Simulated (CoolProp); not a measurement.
Vapour-liquid equilibrium of m-xylene (1) + n-decane (2) at 56.55 °C; x and y are mole fractions of (1).

Values from CoolProp's multi-fluid Helmholtz-energy mixture model, Zhou 2012 and Lemmon 2006; pair parameters Bell 2016.

Give the bubble pressure and the first vapour's composition at x = 0.05, 0.8, 0.95. Is there an azeotrope?

x = 0.05: 0.001531 MPa, y = 0.212; x = 0.8: 0.004799 MPa, y = 0.942; x = 0.95: 0.005435 MPa, y = 0.987. No azeotrope shows between x = 0.05 and 0.95.

Pair parameters are fitted to limited data, so mixtures are less certain than the pure fluids.
